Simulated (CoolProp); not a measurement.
Vapour-liquid equilibrium of n-hexane (1) + ethylbenzene (2) at 0.252 bar; x and y are mole fractions of (1).

Model: multi-fluid Helmholtz-energy mixture model, Thol 2019 and Zhou 2012; pair parameters Bell 2016, in CoolProp.

```tsv
x	bubble temperature (K)	y at the bubble point	dew temperature at overall composition x (K)	liquid density (mol/L)
0.05	352.7	0.374	362.9	7.637
0.15	337.9	0.687	360.1	7.708
0.25	328.9	0.809	[?]	7.731
0.35	322.8	0.872	353.6	7.729
0.45	318.3	0.909	349.7	7.714
0.55	[?]	0.935	345.3	7.691
0.65	311.8	0.954	340.1	7.662
0.75	309.1	0.969	333.7	7.630
0.85	306.7	0.983	[?]	7.596
0.95	304.5	0.994	312.4	7.561
```

Q: Complete the blanks.

A: 
- 0.25, dew temperature at overall composition x (K): 357.0
- 0.55, bubble temperature (K): 314.8
- 0.85, dew temperature at overall composition x (K): 325.1

No azeotrope shows between x = 0.05 and 0.95.

The pair parameters rest on a limited set of measurements; away from them the model extrapolates.
